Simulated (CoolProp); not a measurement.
Values from CoolProp's reference Helmholtz-energy equation of state, Younglove 1994. It is a modified Benedict-Webb-Rubin equation, recast in Helmholtz form.

Problem. For R123, give the phase and the density (kg/m³), cp (kJ/(kg K)), expansivity (1/kK), Prandtl number at 150.95 °C and 1370 kPa.

Solution. 
- 150.95 °C and 1370 kPa: gas; density 73.9, cp 0.937, expansivity 4.95, Prandtl number 0.800

Viscosity comes from a separate model (Tanaka 1996). Thermal conductivity comes from a separate model (Laesecke 1996).
